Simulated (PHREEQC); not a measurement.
Dissolve 7.7e-05 mol Ca(HCO3)2, 0.047 mol NaF and 0.21 mol KCl per kg of water at 25 °C. Closed to the air; pH follows from the charge balance.

The numbers come from PHREEQC with the ion-association model, wateq4f.dat.

```json
[
 {"quantity": "pH", "before": "7.95", "after": "5.81"},
 {"quantity": "ionic strength (mol/kgw)", "before": "0.257", "after": "0.700"},
 {"quantity": "NaF (mol/kgw)", "before": "0.000587", "after": "0.000336"},
 {"quantity": "HCO3- (mol/kgw)", "before": "0.000147", "after": "2.30e-5"},
 {"quantity": "NaHCO3 (mol/kgw)", "before": "1.94e-6", "after": "2.45e-7"},
 {"quantity": "CO3-2 (mol/kgw)", "before": "1.56e-6", "after": "2.27e-9"},
 {"quantity": "SI of Nahcolite (NaHCO3)", "before": "-4.89", "after": "-5.74"},
 {"quantity": "SI of Natron (Na2CO3:10H2O)", "before": "-8.02", "after": "-11.06"}
]
```

Q: Name the change that produced these shifts.
(A) Ca(HCO3)2 replaced by K2CO3 at the same molality
(B) diluted 10-fold with water
(C) 0.25 mol/kgw TMAH added
(D) temperature from 25 to 90 °C
(E) 0.17 mol/kgw ZnBr2 added

A: E, 0.17 mol/kgw ZnBr2 added

Precipitation was switched off in this run. The ionic strength passes 0.7 mol/kgw, the rough limit of the ion-association models, in after. Some of these states are supersaturated (in Fluorite, for instance).
